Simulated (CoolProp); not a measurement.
Saturation properties of R13 (Tc = 29.9 °C, pc = 3.973 MPa, ω = 0.175).

Values from CoolProp's reference Helmholtz-energy equation of state, Platzer 1990. This equation is an older, rougher fit; its heat capacities, sound speeds and derivatives of the liquid may be far off and weren't checked against measurements.

| T (°C) | p (MPa) | enthalpy of vaporisation (kJ/kg) | surface tension (mN/m) | vapour viscosity (µPa s) |
|---|---|---|---|---|
| -70.05 | 0.1791 | 143.6 | 12.2 | 9.77 |
| -64.95 | 0.2261 | 140.9 | 11.4 | 10.0 |
| -59.85 | 0.2819 | 138.1 | 10.7 | 10.3 |
| -54.75 | 0.3476 | 135.2 | 9.89 | 10.5 |
| -49.65 | 0.4243 | 132.1 | 9.13 | 10.8 |
| -44.55 | 0.5128 | 128.8 | 8.38 | 11.1 |
| -39.45 | 0.6145 | 125.4 | 7.65 | 11.4 |
| -34.35 | 0.7303 | 121.8 | 6.93 | 11.7 |
| -29.35 | 0.8587 | 118.0 | 6.24 | 12.0 |
| -24.25 | 1.006 | 113.9 | 5.56 | 12.4 |

It boils at -81.4 °C under 1 atm.

Viscosity comes from a separate model (Huber 2003), an estimate that may be off by 10 % or more. Surface tension comes from a separate correlation (Mulero 2012).
